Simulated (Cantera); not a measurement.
An isothermal, constant-pressure homogeneous reactor starts with 12.6 % H2, 52.6 % O2, 34.7 % N2, at 1375 K and 1.80 Torr.

Detailed kinetics in Cantera: GRI-Mech 3.0 (53 species, 325 reactions). Radical loss at walls, strong at low pressure, is not modelled. The temperature is held fixed by assumption; the heat of reaction is taken as removed at once.

x: mole fraction; the columns are a selection and need not sum to one.

| t (s) | x H2 | x O2 | x N2O | x H | x O |
|---|---|---|---|---|---|
| 7.00e-6 | 0.126 | 0.526 | <1e-12 | 1.36e-9 | 2.14e-11 |
| 1.88e-5 | 0.126 | 0.526 | <1e-12 | 3.56e-9 | 1.50e-10 |
| 5.06e-5 | 0.126 | 0.526 | <1e-12 | 9.10e-9 | 1.01e-9 |
| 0.000136 | 0.126 | 0.526 | <1e-12 | 2.30e-8 | 6.31e-9 |
| 0.000366 | 0.126 | 0.526 | <1e-12 | (withheld) | (withheld) |
| 0.000984 | 0.126 | 0.526 | <1e-12 | (withheld) | (withheld) |
| 0.00265 | 0.126 | 0.526 | <1e-12 | 7.49e-5 | 5.60e-5 |
| 0.00711 | 0.00791 | 0.447 | 1.99e-10 | 0.0385 | 0.0547 |
| 0.0191 | 0.00611 | 0.444 | 4.74e-10 | 0.0368 | 0.0582 |
| 0.0514 | 0.00600 | 0.445 | 4.85e-10 | 0.0355 | 0.0568 |
| 0.138 | 0.00572 | 0.448 | 5.03e-10 | 0.0323 | 0.0531 |
| 0.372 | 0.00498 | 0.456 | 5.55e-10 | 0.0250 | 0.0444 |
| 1.00 | 0.00333 | 0.470 | 7.06e-10 | 0.0125 | 0.0277 |

### Question
Fill in the missing entries.

### Answer

- 0.000366, x H: 7.11e-8
- 0.000366, x O: 3.84e-8
- 0.000984, x H: 5.51e-7
- 0.000984, x O: 3.96e-7
